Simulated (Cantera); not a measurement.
An adiabatic, constant-volume homogeneous reactor starts with 16.6 % CH₄, 3.98 % CO, 15.3 % O₂, 57.5 % N₂, 6.63 % H₂O, at 1525 K and 5480 Torr.

Cantera simulation using GRI-Mech 3.0 (53 species, 325 reactions); the numbers are that mechanism's predictions, not measurements.

**Question.** Predict: time of steepest temperature rise; temperature at 0.200 s; equilibrium temperature; x(CH₄) at 0.200 s; x(CO) at 0.200 s; x(O₂) at 0.200 s; x(CO₂) at 0.200 s; x(O) at 0.200 s; x(NO) at 0.200 s.

**Answer.** 
| Item | Result |
|---|---|
| time of steepest temperature rise | 0.342 ms |
| temperature at 0.200 s | 2650 K |
| equilibrium temperature | 2650 K |
| x(CH₄) at 0.200 s | 2.37e-9 (gas-phase equilibrium 2.66e-9) |
| x(CO) at 0.200 s | 0.154 (gas-phase equilibrium 0.154) |
| x(O₂) at 0.200 s | 6.84e-6 (gas-phase equilibrium 6.84e-6) |
| x(CO₂) at 0.200 s | 0.0199 (gas-phase equilibrium 0.0199) |
| x(O) at 0.200 s | 1.98e-5 (gas-phase equilibrium 1.98e-5) |
| x(NO) at 0.200 s | 0.000133 (gas-phase equilibrium 0.000133) |
